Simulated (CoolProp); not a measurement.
Computed with CoolProp (reference Helmholtz-energy equation of state, Lemmon 2016).

Give the vapour pressure (MPa), vapour density (kg/m³), liquid cp (kJ/(kg K)) of saturated R365MFC at 307.8, 312.4, 349.3 K.


```
T (K)  p (MPa)  vapour density (kg/m³)  liquid cp (kJ/(kg K))
-----  -------  ----------------------  ---------------------
307.8   0.0827                    4.98                   1.40
312.4   0.0979                    5.84                   1.41
349.3    0.316                    18.0                   1.49
```
